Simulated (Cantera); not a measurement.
A closed system holds: 1 mol CH3F, 0.037 mol CH4, 0.74 mol H2, held at 600 K.

These are equilibrium values from Cantera (NASA tables, ideal gas, pure condensed phases), not measurements of a reactor. Candidate condensed phases: C, C6H6, C7H8, C8H18; 95 gas species. Kinetics and transport are ignored.

What share of the C ends up in condensed phases as a function of P (Pa), at 1, 6.80, 46, 320, 2200, 15000, 100000?


```csv
P (Pa),C condensed (%),as
1,99.9,C(graphite)
6.80,99.3,C(graphite)
46,95.5,C(graphite)
320,78.8,C(graphite)
2200,49.3,C(graphite)
15000,28.4,C(graphite)
100000,18.9,C(graphite)
```
